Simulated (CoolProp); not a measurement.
Properties of n-nonane along the isobar 0.101 MPa (Tc = 321.4 °C, pc = 2.282 MPa, ω = 0.443).

Computed with CoolProp (reference Helmholtz-energy equation of state, Lemmon 2006). It is a short technical equation, of lower accuracy than the large ones.

```tsv
T (°C)	phase	isothermal compressibility (1/MPa)	viscosity (µPa s)	conductivity (mW/(m K))	fugacity coefficient
145.95	liquid	0.003321	216	98.6	0.8378
162.95	gas	10.47	7.79	22.4	0.9508
179.95	gas	10.38	8.10	24.2	0.9575
196.95	gas	10.31	8.41	26.0	0.9630
213.95	gas	10.26	8.71	27.8	0.9676
230.95	gas	10.21	9.02	29.7	0.9715
247.95	gas	10.17	9.32	31.7	0.9748
264.95	gas	10.14	9.62	33.7	0.9776
281.95	gas	10.11	9.92	35.7	0.9801
298.95	gas	10.09	10.2	37.7	0.9822
315.95	gas	10.07	10.5	39.7	0.9840
```

Viscosity comes from a separate model (Huber 2004). Thermal conductivity comes from a separate model (Huber 2005).
